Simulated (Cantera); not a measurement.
## Diamond growth

A diamond (100) surface in a fixed gas of H2 with x(CH4) = 0.022, x(H) = 0.0075, x(CH3) = 0.00027, 1000 Pa; coverages are run to steady state.

Cantera simulation using the Harris–Goodwin 1993 mechanism for the reconstructed diamond (100) surface; the numbers are that mechanism's predictions, not measurements.

| T (K) | growth (µm/h) | θ c6HH | θ c6H* | θ c6*H | θ c6** | θ c6HM |
|---|---|---|---|---|---|---|
| 900 | 0.809 | 0.667 | 0.0101 | 0.282 | 0.00420 | 0.0290 |
| 950 | 1.05 | 0.625 | 0.0137 | 0.325 | 0.00644 | 0.0227 |
| 1000 | 1.24 | 0.583 | 0.0179 | 0.366 | 0.00942 | 0.0170 |
| 1050 | 1.24 | 0.544 | 0.0226 | 0.404 | 0.0132 | 0.0111 |
| 1100 | 0.991 | 0.508 | 0.0276 | 0.438 | 0.0179 | 0.00584 |
| 1150 | 0.671 | 0.473 | 0.0329 | 0.467 | 0.0234 | 0.00247 |
| 1200 | 0.474 | 0.440 | 0.0383 | 0.490 | 0.0296 | 0.000936 |
| 1250 | 0.408 | 0.409 | 0.0437 | 0.509 | 0.0366 | 0.000345 |
| 1300 | 0.412 | 0.382 | 0.0491 | 0.524 | 0.0440 | 0.000128 |
| 1350 | 0.411 | 0.357 | 0.0543 | 0.536 | 0.0520 | 4.73e-5 |
| 1400 | 0.342 | 0.336 | 0.0595 | 0.544 | 0.0603 | 1.74e-5 |
θ: site fractions in the mechanism's names (c6HH fully hydrogenated, c6H* and c6*H radical sites, c6** diradical, c6HM methylated).
